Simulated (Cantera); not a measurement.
# Adiabatic ignition

An adiabatic, constant-volume homogeneous reactor starts with CH₄ : C₂H₆ : O₂ : N₂ = 1 : 0.15 : 1.94 : 7.3 (molar parts), at 1725 K and 0.480 bar.

Model: GRI-Mech 3.0 (53 species, 325 reactions), integrated in Cantera.

| t (s) | T (K) | P (bar) | x CH₄ | x C₂H₆ | x O₂ | x H₂O | x OH | x NO |
|---|---|---|---|---|---|---|---|---|
| 9.00e-6 | 1714 | 0.477 | 0.0959 | 0.0132 | 0.186 | 0.000165 | 1.61e-5 | 3.48e-12 |
| 2.14e-5 | 1708 | 0.477 | 0.0939 | 0.0111 | 0.184 | 0.00165 | 6.60e-5 | 8.71e-11 |
| 5.09e-5 | 1790 | 0.507 | 0.0773 | 0.00455 | 0.167 | 0.0170 | 0.000293 | 4.21e-9 |
| 0.000121 | 2901 | 0.905 | <1e-12 | <1e-12 | 0.0113 | 0.131 | 0.0263 | 0.000655 |
| 0.000288 | 2930 | 0.912 | <1e-12 | <1e-12 | 0.0104 | 0.133 | 0.0256 | 0.00270 |
| 0.000684 | 2929 | 0.912 | <1e-12 | <1e-12 | 0.00959 | 0.133 | 0.0248 | 0.00594 |
| 0.00163 | 2926 | 0.910 | <1e-12 | <1e-12 | 0.00916 | 0.133 | 0.0243 | 0.00791 |
| 0.00387 | 2925 | 0.910 | <1e-12 | <1e-12 | 0.00912 | 0.133 | 0.0243 | 0.00810 |
| 0.00920 | 2925 | 0.910 | <1e-12 | <1e-12 | 0.00912 | 0.133 | 0.0243 | 0.00810 |
| 0.0219 | 2925 | 0.910 | <1e-12 | <1e-12 | 0.00912 | 0.133 | 0.0243 | 0.00810 |
| 0.0521 | 2925 | 0.910 | <1e-12 | <1e-12 | 0.00912 | 0.133 | 0.0243 | 0.00810 |
| 0.124 | 2925 | 0.910 | <1e-12 | <1e-12 | 0.00912 | 0.133 | 0.0243 | 0.00810 |
| 0.294 | 2925 | 0.910 | <1e-12 | <1e-12 | 0.00912 | 0.133 | 0.0243 | 0.00810 |
| 0.700 | 2925 | 0.910 | <1e-12 | <1e-12 | 0.00912 | 0.133 | 0.0243 | 0.00810 |
x: mole fraction; the columns are a selection and need not sum to one.

```json
{
  "time_of_steepest_temperature_rise": "77.2 µs",
  "temperature at 0.700 s": "2925 K",
  "equilibrium_temperature": "2925 K",
  "x(CH₄) at 0.700 s": "<1e-12 (gas-phase equilibrium <1e-12)",
  "x(C₂H₆) at 0.700 s": "<1e-12 (gas-phase equilibrium <1e-12)",
  "x(O₂) at 0.700 s": "0.00912 (gas-phase equilibrium 0.00912)"
}
```
